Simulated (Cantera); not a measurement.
An isothermal, constant-pressure homogeneous reactor starts with 55.6 % C2H6, 44.4 % N2, at 1523 K and 1.01 bar.

Computed with Cantera and GRI-Mech 3.0 (53 species, 325 reactions). GRI-Mech 3.0 stops at C3 and has no aromatics, soot or wall deposition, so with more carbon than oxygen in the feed, carbon stays in small species such as C2H2 where larger ones or solid carbon would form.

x: mole fraction; the columns are a selection and need not sum to one.

| t (s) | x C2H6 | x C2H2 | x H | x CH4 | x HCN |
|---|---|---|---|---|---|
| 9.00e-5 | 0.194 | 0.0138 | 9.86e-5 | 0.0765 | 5.60e-9 |
| 0.000274 | 0.0308 | 0.0530 | 9.42e-5 | 0.123 | 6.19e-9 |
| 0.000832 | 0.00214 | 0.102 | 3.57e-5 | 0.126 | 6.07e-9 |
| 0.00253 | 0.000327 | 0.141 | 1.68e-5 | 0.122 | 5.84e-9 |
| 0.00769 | ___ | ___ | ___ | 0.117 | 5.57e-9 |
| 0.0234 | 9.05e-5 | 0.217 | 1.37e-5 | 0.112 | 5.40e-9 |
| 0.0711 | 7.79e-5 | 0.222 | 1.35e-5 | 0.109 | 5.44e-9 |
| 0.216 | 7.52e-5 | 0.223 | 1.40e-5 | 0.104 | 5.67e-9 |
| 0.658 | 7.14e-5 | 0.225 | 1.47e-5 | 0.0946 | ___ |
| 2.00 | 6.95e-5 | 0.226 | 1.51e-5 | 0.0898 | 8.84e-9 |

Problem. What belongs in the gaps?

Solution. 
- 0.00769, x C2H6: 0.000171
- 0.00769, x C2H2: 0.186
- 0.00769, x H: 1.50e-5
- 0.658, x HCN: 6.42e-9
